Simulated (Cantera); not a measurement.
Input (Python, Cantera) and output of one run.

```python
import numpy as np
import cantera as ct

gas_names = [...]  # 151 gases of nasa_gas.yaml made of C, H, N, O, Si
cond_names = """
    C(gr) C6H6(L) C7H8(L) C8H18(L),n-octa H2O(s) H2O(L) Si(cr) Si(L) SiC(b) SiO2(Lqz) SiO2(hqz) SiO2(L)
    Si2N2O(s) Si3N4(a)
""".split()


# ... load() reads the species with a 1 bar reference pressure and builds the phases ...
atoms = {
    'SiC': {'Si': 1, 'C': 1},
    'O2': {'O': 2},
    'N2': {'N': 2},
    'H2O': {'H': 2, 'O': 1},
}
top_T = {'C(gr)': 4500, 'SiC(b)': 3050, 'Si2N2O(s)': 2100, 'Si3N4(a)': 2400}  # K; cautious upper limits of use, not melting points


# ... equilibrate(T, P, feed) seeds the gas with the atoms and calls Mixture.equilibrate('TP', solver="vcs", rtol=1e-11, max_steps=5000) ...
results = []
feed = {'SiC': 1, 'O2': 0.21, 'N2': 9.1, 'H2O': 0.065}  # mol
T = 1925  # K
P = 133.322  # Pa
mix = equilibrate(T, P, feed)
results.append((T, P, feed, dict(zip(mix.species_names, mix.species_moles))))
print(gas.report(threshold=1e-06))
for i in range(1, mix.n_phases):
    print(f"{mix.phase(i).name:16s} {mix.phase_moles(i):12.5e} mol")
```

Result:

```
       temperature   1925 K
          pressure   133.32 Pa
           density   0.00023471 kg/m^3
  mean mol. weight   28.177 kg/kmol
   phase of matter   gas

                          1 kg             1 kmol
                     ---------------   ---------------
          enthalpy        1.8119e+06        5.1054e+07  J
   internal energy        1.2439e+06        3.5049e+07  J
           entropy             10942        3.0832e+05  J/K
    Gibbs function       -1.9252e+07       -5.4247e+08  J
 heat capacity c_p            1270.3             35793  J/K
 heat capacity c_v             975.2             27478  J/K

                      mass frac. Y      mole frac. X     chem. pot. / RT
                     ---------------   ---------------   ---------------
                CO           0.02762          0.027785           -44.682
                 H        7.0462e-05         0.0019697           -15.577
               HCN        7.4818e-05        7.8004e-05           -37.325
               HNC        3.6909e-06        3.8481e-06           -37.325
                H2        0.00040491         0.0056593           -31.154
                N2           0.93127           0.93669           -33.498
                Si         0.0054139         0.0054316           -6.5426
              SiC2        2.8172e-06        1.5234e-06           -16.541
               SiH        1.2543e-05        1.2148e-05            -22.12
               SiN        8.9917e-05        6.0192e-05           -23.292
               SiO          0.034643          0.022143           -46.226
               Si2        3.8694e-05         1.941e-05           -13.085
              Si2C        0.00025892          0.000107           -18.085
              Si2N        8.8041e-05         3.535e-05           -29.834
               Si3        5.3781e-06        1.7986e-06           -19.628
     [ +136 minor]        7.1569e-07        7.4273e-07

C(gr)             0.00000e+00 mol
Si(L)             0.00000e+00 mol
SiC(b)            7.28226e-01 mol
SiO2(L)           0.00000e+00 mol
Si2N2O(s)         0.00000e+00 mol
Si3N4(a)          0.00000e+00 mol
```

Cantera equilibrium calculation (NASA polynomials, part measured and part estimated; ideal gas, pure solids and liquids). The tables' values for SiN are old estimates; treat these amounts as uncertain.
